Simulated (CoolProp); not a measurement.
Computed with CoolProp (reference Helmholtz-energy equation of state, Zhou 2011).

Q: Give the vapour pressure (MPa), liquid density (kg/m³), surface tension (mN/m) of saturated dimethyl carbonate at 111.95, 123.35, 157.55 °C.

A: 
```tsv
T (°C)	p (MPa)	liquid density (kg/m³)	surface tension (mN/m)
111.95	0.194	942	16.1
123.35	0.263	925	14.6
157.55	0.590	870	10.5
```

Surface tension comes from a separate correlation (Mulero 2014).
